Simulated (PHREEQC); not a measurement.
**Phosphoric acid bath**

Solution (64 °C): 0.062 mol/kgw NaH2PO4 and 7.1e-05 mol/kgw HNO3. It is in equilibrium with CO2 at log p = 0 (atm). Otherwise closed; pH follows from the charge balance.

Equilibrium calculation in PHREEQC: ion-association model, phreeqc.dat.

Each row changes one thing in this solution. Precipitation was switched off in this run.

| case | pH | ionic strength (mol/kgw) | H3PO4 (mol/kgw) | HCO3- (mol/kgw) | HPO4-2 (mol/kgw) | (CO2)2 (mol/kgw) |
|---|---|---|---|---|---|---|
| as made | 4.36 | 0.0622 | 0.000467 | 0.000224 | 0.000210 | 1.21e-5 |
| NaH2PO4 from 0.062 to 0.031 mol/kgw | 4.30 | 0.0311 | 0.000283 | 0.000186 | 7.84e-5 | 1.22e-5 |
| temperature from 64 to 10 °C | 4.16 | 0.0622 | 0.000419 | 0.000323 | 9.34e-5 | 3.01e-5 |
| HNO3 from 7.1e-05 to 1.42e-05 mol/kgw | 4.39 | 0.0623 | 0.000440 | 0.000237 | 0.000222 | 1.21e-5 |
| HNO3 from 7.1e-05 to 0.00071 mol/kgw | 4.10 | 0.0622 | 0.000857 | 0.000121 | 0.000113 | 1.21e-5 |
| HNO3 from 7.1e-05 to 7.81e-05 mol/kgw | 4.36 | 0.0622 | 0.000470 | 0.000222 | 0.000208 | 1.21e-5 |
| temperature from 64 to 85 °C | 4.42 | 0.0623 | 0.000485 | 0.000174 | 0.000270 | 1.06e-5 |

At this temperature some constants are extrapolated from 25 °C, and those without enthalpy data are left unchanged.
